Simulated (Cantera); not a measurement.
**Ignition delay**

Mixture: H2 : O2 : N2 : H2O = 1 : 0.227 : 1.14 : 0.47 (molar parts), equivalence ratio 2.2, at 5.00 bar, adiabatic and at constant volume. Ignition delay is the time to a rise of 400 K.

Detailed kinetics in Cantera: the H2/O2 subset of GRI-Mech 3.0, which has no nitrogen chemistry. The hydrogen kinetics of GRI-Mech 3.0 are dated; newer H2 mechanisms differ, most at raised pressure.

```
T0 (K)  delay (ms)
------  ----------
1025          7.16
1100          1.55
1175         0.342
1250        0.0660
1325        0.0162
1400       0.00812
1475       0.00532
1550       0.00392
1625       0.00310
```

```json
{
  "apparent activation energy between 1475 and 1625 K": "72 kJ/mol"
}
```
